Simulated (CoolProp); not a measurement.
Saturation properties of benzene (Tc = 562.0 K, pc = 4.906 MPa, ω = 0.211).

Computed with CoolProp (reference Helmholtz-energy equation of state, Thol 2012).

| T (K) | p (MPa) | liquid density (kg/m³) | vapour density (kg/m³) | vapour viscosity (µPa s) |
|---|---|---|---|---|
| 380.5 | 0.2189 | [?] | 5.741 | 9.50 |
| 383.4 | 0.2358 | 778.6 | 6.159 | 9.57 |
| 386.2 | 0.2530 | 775.3 | [?] | 9.63 |
| 389.1 | 0.2719 | 771.9 | 7.047 | [?] |
| 391.9 | 0.2911 | 768.5 | 7.518 | 9.76 |
| 394.8 | 0.3121 | 765.0 | 8.031 | 9.83 |
| 397.6 | 0.3334 | 761.6 | 8.552 | [?] |
| 400.4 | [?] | 758.2 | 9.099 | 9.96 |
| 403.3 | [?] | 754.6 | 9.693 | 10.0 |
| 406.1 | 0.4049 | 751.1 | 10.30 | 10.1 |
| 409 | [?] | 747.5 | 10.95 | 10.2 |
| 411.8 | 0.4589 | 744.0 | 11.61 | 10.2 |
| 414.7 | 0.4884 | 740.3 | 12.33 | 10.3 |

Q: What belongs in the gaps?

A: 
- 380.5, liquid density (kg/m³): 782.1
- 386.2, vapour density (kg/m³): 6.583
- 389.1, vapour viscosity (µPa s): 9.70
- 397.6, vapour viscosity (µPa s): 9.90
- 400.4, p (MPa): 0.3558
- 403.3, p (MPa): 0.3802
- 409, p (MPa): 0.4318

It boils at 353.2 K under 1 atm.

Viscosity comes from a separate model (Avgeri 2014).
